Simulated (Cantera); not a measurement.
Source: NASA polynomial tables (part measured, part estimated), evaluated in Cantera. Values are per mole of reaction as written; species without (g) are pure solids or liquids, kept so even where they would boil at 1 bar.

2 NF₃(g) + 3 Cu → N₂(g) + 3 CuF₂, with ΔH° = -1353.2 kJ and ΔS° = -196.9 J/K at 300 K.

Question: How far is the shortcut ΔG° ≈ ΔH°(300 K) − T·ΔS°(300 K) from the full temperature-dependent value at 925, 1125, 1325, 1525, 1725, 1925, 2125, 2325 K?

Answer: 
```
T (K)  shortcut (kJ)  full (kJ)  difference (kJ)  difference in log10 K  condensed phases
-----  -------------  ---------  ---------------  ---------------------  ----------------
925          -1171.2    -1191.2             20.0                  -1.13    Cu(s), CuF₂(s)
1125         -1131.8    -1166.6             34.8                  -1.62    Cu(s), CuF₂(l)
1325         -1092.4    -1172.0             79.6                  -3.14    Cu(s), CuF₂(l)
1525         -1053.0    -1174.8            121.8                  -4.17    Cu(l), CuF₂(l)
1725         -1013.7    -1178.5            164.8                  -4.99    Cu(l), CuF₂(l)
1925          -974.3    -1183.8            209.5                  -5.68    Cu(l), CuF₂(l)
2125          -934.9    -1190.5            255.5                  -6.28    Cu(l), CuF₂(l)
2325          -895.6    -1198.4            302.8                  -6.80    Cu(l), CuF₂(l)
```
The shortcut ignores heat capacities and the phase changes listed.
